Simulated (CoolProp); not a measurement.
Vapour-liquid equilibrium of R13 (1) + propylene (2) at -39.95 °C; x and y are mole fractions of (1).

Values from CoolProp's multi-fluid Helmholtz-energy mixture model, Platzer 1990 and Lemmon 2013; pair parameters Bell 2016. This equation is an older, rougher fit; its heat capacities, sound speeds and derivatives of the liquid may be far off and weren't checked against measurements.

| x | bubble pressure (MPa) | y at the bubble point | dew pressure at overall composition x (MPa) | liquid density (mol/L) |
|---|---|---|---|---|
| 0.05 | 0.1877 | 0.270 | 0.1485 | 14.19 |
| 0.125 | 0.2474 | 0.475 | 0.1600 | 14.08 |
| 0.2 | 0.2977 | 0.588 | 0.1733 | 13.96 |
| 0.275 | 0.3406 | 0.661 | 0.1888 | 13.85 |
| 0.35 | 0.3775 | 0.714 | 0.2074 | 13.73 |
| 0.425 | 0.4098 | 0.755 | 0.2297 | 13.62 |
| 0.5 | 0.4389 | 0.789 | 0.2570 | 13.51 |
| 0.575 | 0.4657 | 0.819 | 0.2909 | 13.40 |
| 0.65 | 0.4910 | 0.848 | 0.3333 | 13.29 |
| 0.725 | 0.5155 | 0.877 | 0.3861 | 13.19 |
| 0.8 | 0.5396 | 0.906 | 0.4487 | 13.10 |
| 0.875 | 0.5637 | 0.938 | 0.5142 | 13.01 |
| 0.95 | 0.5878 | 0.973 | 0.5722 | 12.94 |

No azeotrope shows between x = 0.05 and 0.95.

Pair parameters are fitted to limited data, so mixtures are less certain than the pure fluids.
